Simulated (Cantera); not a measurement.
## Carbon deposition, reforming and gasification: toluene + H2O + N2

A closed system holds: 1 mol toluene, 0.17 mol H2O, 17 mol N2, equilibrated at 0.00133 bar.

Cantera equilibrium calculation (NASA polynomials, part measured and part estimated; ideal gas, pure solids and liquids). Candidate condensed phases: C, C6H6, C7H8, C8H18, H2O; 136 gas species. Equilibrium is a limit: real reactors are often held back by kinetics, nucleation or transport.

From 1323 K to 2223 K the condensed part is C(graphite). The main C-bearing gas is CO at 1323 K and HCN at 2223 K.

| T (K) | log p N2 | log p H2 | log p H | log p HCN | log p CO | log p HNC | log p C2H2 (acetylene) | log p CN | n C(graphite) |
|---|---|---|---|---|---|---|---|---|---|
| 1323 | -2.97 | -3.58 | -7.59 | -6.87 | -4.97 | -8.93 | -9.67 | -13.57 | 6.83 |
| 1423 | -2.97 | -3.58 | -6.97 | -6.50 | -4.97 | -8.39 | -9.05 | -12.35 | 6.82 |
| 1523 | -2.97 | -3.59 | -6.43 | -6.19 | -4.97 | -7.93 | -8.51 | -11.30 | 6.82 |
| 1623 | -2.97 | -3.59 | -5.95 | -5.91 | -4.97 | -7.52 | -8.04 | -10.38 | 6.81 |
| 1723 | -2.97 | -3.59 | -5.53 | -5.66 | -4.97 | -7.16 | -7.63 | -9.56 | 6.79 |
| 1823 | -2.98 | -3.59 | -5.16 | -5.45 | -4.97 | -6.85 | -7.27 | -8.84 | 6.77 |
| 1923 | -2.98 | -3.60 | -4.83 | -5.26 | -4.98 | -6.57 | -6.95 | -8.19 | 6.73 |
| 2023 | -2.98 | -3.62 | -4.53 | -5.09 | -4.98 | -6.32 | -6.67 | -7.61 | 6.68 |
| 2123 | -2.99 | -3.65 | -4.27 | -4.95 | -4.98 | -6.11 | -6.43 | -7.08 | 6.62 |
| 2223 | -2.99 | -3.70 | -4.04 | -4.84 | -4.99 | -5.92 | -6.24 | -6.61 | 6.54 |
log p: log10 of the partial pressure in bar; n: condensed amount in mol.
